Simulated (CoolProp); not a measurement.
Vapour pressure (kPa) of R21: the reference equation beside estimates from Tc = 452.7 K, pc = 5289 kPa, ω = 0.206.

Computed with CoolProp (reference Helmholtz-energy equation of state, Platzer 1990). This equation is an older, rougher fit; its heat capacities, sound speeds and derivatives of the liquid may be far off and weren't checked against measurements.

```csv
T (K),reference,Lee-Kesler,van der Waals,Redlich-Kwong,Soave-Redlich-Kwong,Peng-Robinson
227.5,6.703,6.550,152.0,12.80,6.690,7.179
240.8,14.83,14.52,220.8,27.05,14.77,15.56
254.1,29.84,29.30,309.1,51.83,29.66,30.77
267.4,55.44,54.58,419.3,91.65,55.02,56.38
280.7,96.27,95.06,553.9,151.6,95.46,96.87
294,157.8,156.3,714.9,237.4,156.5,157.6
307.3,246.3,244.6,904.4,354.7,244.6,244.7
320.6,368.6,366.8,1124,509.6,366.7,365.1
334,533.3,531.7,1379,709.6,531.9,527.7
347.3,745.7,744.5,1665,957.7,746.2,738.5
360.6,1015,1014,1987,1261,1019,1007
373.9,1350,1349,2345,1624,1360,1343
387.2,1758,1759,2742,2054,1777,1756
400.5,2251,2253,3178,2554,2281,2256
```

Absolute difference from the reference over all 14 rows, mean and median: Lee-Kesler 0.8 and 0.6 %, van der Waals 499.8 and 236.1 %, Redlich-Kwong 45.6 and 41.1 %, Soave-Redlich-Kwong 0.6 and 0.6 %, Peng-Robinson 1.6 and 0.9 %.
